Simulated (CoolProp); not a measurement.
Vapour-liquid equilibrium of carbon dioxide (1) + CH3F (R41) (2) at -25.55 °C; x and y are mole fractions of (1).

The numbers come from the multi-fluid Helmholtz-energy mixture model, Span 1996 and Lemmon 2006; pair parameters Bell 2016 in CoolProp.

Task: Give the bubble pressure and the first vapour's composition at x = 0.45, 0.85, 0.95. Is there an azeotrope?

Result: x = 0.45: 12.41 bar, y = 0.554; x = 0.85: 15.29 bar, y = 0.901; x = 0.95: 16.11 bar, y = 0.969. No azeotrope shows between x = 0.05 and 0.95.

The pair parameters rest on a limited set of measurements; away from them the model extrapolates.
